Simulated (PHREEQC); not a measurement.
Make-up at 20 °C: 0.12 mol/kgw ZnSO4 and 0.00091 mol/kgw KCl. Closed to the air; pH follows from the charge balance.

Equilibrium calculation in PHREEQC: ion-association model, phreeqc.dat.

No solid was allowed to form.

Estimate the pH, ionic strength.

pH 5.59; ionic strength 0.241 mol/kgw.

In which forms is S present?

SO4-2 37 %, ZnSO4 37 %, Zn(SO4)2-2 26 % of the S.
